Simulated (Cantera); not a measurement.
# Chemical vapour transport: Fe + Cl2 + N2

Charge: 1 mol Fe, 0.55 mol Cl2, 0.17 mol N2, at 10000 Pa.

Method: chemical equilibrium by Gibbs-energy minimisation in Cantera with the NASA 1993 tables (ideal gas, pure condensed phases). Candidate condensed phases: Fe, FeCl2, FeCl3; 10 gas species. Mutual solubility and eutectic melting of coexisting phases are not modelled. Equilibrium is a limit: real reactors are often held back by kinetics, nucleation or transport.

```json
[
 {"T (K)": "1048", "x FeCl2": "0.438", "x N2": "0.462", "x Fe2Cl4": "0.0995", "x FeCl3": "0.000274", "x Cl": "3.16e-8", "x Fe": "1.40e-12", "x FeCl": "1.15e-11", "x Cl2": "1.68e-10", "n Fe(α)": "0.450", "n FeCl2(l)": "0.316", "n Fe(γ)": "0"},
 {"T (K)": "1123", "x FeCl2": "0.667", "x N2": "0.254", "x Fe2Cl4": "0.0777", "x FeCl3": "0.000395", "x Cl": "1.81e-7", "x Fe": "3.12e-11", "x FeCl": "1.57e-10", "x Cl2": "8.15e-10", "n Fe(α)": "0.450", "n FeCl2(l)": "0", "n Fe(γ)": "0"},
 {"T (K)": "1198", "x FeCl2": "0.720", "x N2": "0.244", "x Fe2Cl4": "0.0350", "x FeCl3": "0.000353", "x Cl": "7.25e-7", "x Fe": "4.64e-10", "x FeCl": "1.33e-9", "x Cl2": "2.45e-9", "n Fe(α)": "0", "n FeCl2(l)": "0", "n Fe(γ)": "0.450"},
 {"T (K)": "1273", "x FeCl2": "0.744", "x N2": "0.240", "x Fe2Cl4": "0.0162", "x FeCl3": "0.000305", "x Cl": "2.44e-6", "x Fe": "4.98e-9", "x FeCl": "8.51e-9", "x Cl2": "6.31e-9", "n Fe(α)": "0", "n FeCl2(l)": "0", "n Fe(γ)": "0.450"},
 {"T (K)": "1348", "x FeCl2": "0.754", "x N2": "0.238", "x Fe2Cl4": "0.00793", "x FeCl3": "0.000262", "x Cl": "7.13e-6", "x Fe": "4.08e-8", "x FeCl": "4.40e-8", "x Cl2": "1.45e-8", "n Fe(α)": "0", "n FeCl2(l)": "0", "n Fe(γ)": "0.450"},
 {"T (K)": "1423", "x FeCl2": "0.758", "x N2": "0.237", "x Fe2Cl4": "0.00416", "x FeCl3": "0.000227", "x Cl": "1.86e-5", "x Fe": "2.67e-7", "x FeCl": "1.90e-7", "x Cl2": "3.02e-8", "n Fe(α)": "0", "n FeCl2(l)": "0", "n Fe(γ)": "0.450"},
 {"T (K)": "1498", "x FeCl2": "0.761", "x N2": "0.237", "x Fe2Cl4": "0.00232", "x FeCl3": "0.000199", "x Cl": "4.42e-5", "x Fe": "1.44e-6", "x FeCl": "7.04e-7", "x Cl2": "5.88e-8", "n Fe(α)": "0", "n FeCl2(l)": "0", "n Fe(γ)": "0.450"},
 {"T (K)": "1573", "x FeCl2": "0.762", "x N2": "0.236", "x Fe2Cl4": "0.00136", "x FeCl3": "0.000177", "x Cl": "9.68e-5", "x Fe": "6.57e-6", "x FeCl": "2.30e-6", "x Cl2": "1.07e-7", "n Fe(α)": "0", "n FeCl2(l)": "0", "n Fe(γ)": "0.450"},
 {"T (K)": "1648", "x FeCl2": "0.762", "x N2": "0.236", "x Fe2Cl4": "0.000843", "x FeCl3": "0.000159", "x Cl": "0.000198", "x Fe": "2.61e-5", "x FeCl": "6.71e-6", "x Cl2": "1.86e-7", "n Fe(α)": "0", "n FeCl2(l)": "0", "n Fe(γ)": "0.450"}
]
```
x: gas mole fraction; n: condensed amount in mol.

At 1048 K the condensed part is Fe(α) + FeCl2(l). At 1123 K the condensed part is Fe(α). From 1198 K to 1648 K the condensed part is Fe(γ). The main Fe-bearing gas is FeCl2 throughout.
